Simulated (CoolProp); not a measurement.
Computed with CoolProp (reference Helmholtz-energy equation of state, Lemmon 2013).

For propylene, give the phase and the density (kg/m³), cp (kJ/(kg K)), speed of sound (m/s), expansivity (1/kK) at 301.85 °C and 6830 kPa.


- 301.85 °C and 6830 kPa: supercritical; density 66.2, cp 2.69, speed of sound 332, expansivity 2.57
